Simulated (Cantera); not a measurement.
A closed system holds: 1 mol PH3, 1.4 mol H2, 0.21 mol O2, at 13300 Pa.

Cantera equilibrium calculation (NASA polynomials, part measured and part estimated; ideal gas, pure solids and liquids). Candidate condensed phases: H2O, P, P4O10; 17 gas species. Gases not in the tables: HPO2, HPO3 and P4O6. Kinetics and transport are ignored. All values below are at 1602 °C.

Base state: H2 0.755, P2 0.127, H2O 0.0816, PO 0.0294, PO2 0.00515, H 0.00156, P 0.000149, PH 9.63e-5 (mole fractions); condensed: gas only.

**Question.** What changes in the equilibrium state with this change: O2 from 0.21 to 0.059 mol?

**Answer.** 
| species | before | after |
|---|---|---|
| H2 | 0.755 | 0.823 |
| P2 | 0.127 | 0.141 |
| H2O | 0.0816 | 0.0249 |
| PO | 0.0294 | 0.00872 |
| PO2 | 0.00515 | 0.000428 |
| OH | 1.31e-5 | 3.85e-6 |
